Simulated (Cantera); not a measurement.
A Cantera script and what it prints.

```python
import numpy as np
import cantera as ct

gas_names = """
    H HO2 H2 H2O H2O2 O OH O2 O3 Si SiH SiH2 SiH3 SiH4 SiO SiO2 Si2 Si3
""".split()
cond_names = """
    H2O(s) H2O(L) Si(cr) Si(L) SiO2(Lqz) SiO2(hqz) SiO2(L)
""".split()


def load(file, names, dense=False):
    # The tables refer to 1 bar. Condensed volumes are neglected.
    table = {s.name: s for s in ct.Species.list_from_file(file)}
    out = []
    for n in names:
        d = dict(table[n].input_data)
        d["thermo"] = dict(d["thermo"], **{"reference-pressure": 1e5})
        if dense:
            d["equation-of-state"] = {"model": "constant-volume", "density": "1e6 g/cm^3"}
        out.append(ct.Species.from_dict(d))
    return out


gas = ct.Solution(thermo="ideal-gas", species=load("nasa_gas.yaml", gas_names))
cond = {s.name: ct.Solution(thermo="fixed-stoichiometry", species=[s], name=s.name)
        for s in load("nasa_condensed.yaml", cond_names, dense=True)}
atoms = {
    'Si': {'Si': 1},
    'O2': {'O': 2},
    'H2': {'H': 2},
}
top_T = {}  # K; cautious upper limits of use, not melting points


def equilibrate(T, P, feed):
    n = {}
    for name, mol in feed.items():
        for a, k in atoms[name].items():
            n[a] = n.get(a, 0.0) + k * mol
    gas.TPX = T, P, n
    mass = sum(n.values()) * gas.mean_molecular_weight
    gas.equilibrate("TP")
    valid = [c for c in cond.values() if c.min_temp <= T <= top_T.get(c.name, c.max_temp)]
    mix = ct.Mixture([(gas, mass / gas.mean_molecular_weight)] + [(c, 0.0) for c in valid])
    mix.T, mix.P = T, P
    mix.equilibrate("TP", solver="vcs", rtol=1e-11, max_steps=5000)
    return mix


results = []
feed = {'Si': 1, 'O2': 0.0024, 'H2': 1.9}  # mol
P = 0.18  # Pa
for T in [948, 1048, 1148, 1248, 1348, 1448, 1548, 1648, 1748, 1848, 1948, 2048, 2148]:
    mix = equilibrate(T, P, feed)
    results.append((T, P, feed, dict(zip(mix.species_names, mix.species_moles))))
    x = sorted(zip(gas.X, gas.species_names), reverse=True)
    print(f"T = {T:g} K  P = {P:g} Pa  gas = {mix.phase_moles(0):.4g} mol")
    print("   x: " + "  ".join(f"{s} {v:.3e}" for v, s in x if v > 1e-06))
    print("   condensed (mol): " + ("  ".join(f"{mix.phase(i).name} {mix.phase_moles(i):.4g}"
          for i in range(1, mix.n_phases) if mix.phase_moles(i) > 1e-12) or "none"))
```

It prints:

```
T = 948 K  P = 0.18 Pa  gas = 1.9 mol
   x: H2 1.000e+00  SiO 2.920e-05
   condensed (mol): Si(cr) 0.9976  SiO2(hqz) 0.002372
T = 1048 K  P = 0.18 Pa  gas = 1.904 mol
   x: H2 9.980e-01  SiO 1.956e-03  H 5.753e-06
   condensed (mol): Si(cr) 0.9957  SiO2(hqz) 0.0005384
T = 1148 K  P = 0.18 Pa  gas = 1.905 mol
   x: H2 9.974e-01  SiO 2.520e-03  H 5.333e-05
   condensed (mol): Si(cr) 0.9952
T = 1248 K  P = 0.18 Pa  gas = 1.905 mol
   x: H2 9.971e-01  SiO 2.520e-03  H 3.476e-04  Si 4.309e-06
   condensed (mol): Si(cr) 0.9952
T = 1348 K  P = 0.18 Pa  gas = 1.907 mol
   x: H2 9.957e-01  SiO 2.518e-03  H 1.721e-03  Si 1.045e-04
   condensed (mol): Si(cr) 0.995
T = 1448 K  P = 0.18 Pa  gas = 1.914 mol
   x: H2 9.890e-01  H 6.832e-03  SiO 2.507e-03  Si 1.624e-03  SiH 8.685e-06  Si2 1.414e-06
   condensed (mol): Si(cr) 0.9921
T = 1548 K  P = 0.18 Pa  gas = 1.962 mol
   x: H2 9.573e-01  H 2.246e-02  Si 1.765e-02  SiO 2.447e-03  SiH 6.137e-05  Si2 3.144e-05  Si3 6.261e-06  SiH2 2.610e-06
   condensed (mol): Si(cr) 0.9603
T = 1648 K  P = 0.18 Pa  gas = 2.304 mol
   x: H2 7.947e-01  Si 1.431e-01  H 5.917e-02  SiO 2.083e-03  Si2 4.769e-04  SiH 3.148e-04  Si3 1.131e-04  SiH2 6.735e-06
   condensed (mol): Si(cr) 0.6617
T = 1748 K  P = 0.18 Pa  gas = 3.092 mol
   x: H2 5.510e-01  Si 3.199e-01  H 1.264e-01  SiO 1.552e-03  Si2 6.504e-04  SiH 4.241e-04  Si3 6.305e-05  SiH2 4.474e-06
   condensed (mol): none
T = 1848 K  P = 0.18 Pa  gas = 3.335 mol
   x: H2 4.386e-01  Si 2.977e-01  H 2.617e-01  SiO 1.439e-03  SiH 2.638e-04  Si2 1.770e-04  Si3 3.505e-06  SiH2 1.559e-06
   condensed (mol): none
T = 1948 K  P = 0.18 Pa  gas = 3.738 mol
   x: H 4.487e-01  H2 2.838e-01  Si 2.660e-01  SiO 1.284e-03  SiH 1.462e-04  Si2 4.995e-05
   condensed (mol): none
T = 2048 K  P = 0.18 Pa  gas = 4.212 mol
   x: H 6.232e-01  Si 2.362e-01  H2 1.394e-01  SiO 1.140e-03  SiH 7.190e-05  Si2 1.541e-05
   condensed (mol): none
T = 2148 K  P = 0.18 Pa  gas = 4.551 mol
   x: H 7.257e-01  Si 2.186e-01  H2 5.457e-02  SiO 1.055e-03  SiH 3.363e-05  Si2 5.641e-06
   condensed (mol): none
```

Cantera equilibrium calculation (NASA polynomials, part measured and part estimated; ideal gas, pure solids and liquids). Mutual solubility and eutectic melting of coexisting phases are not modelled.
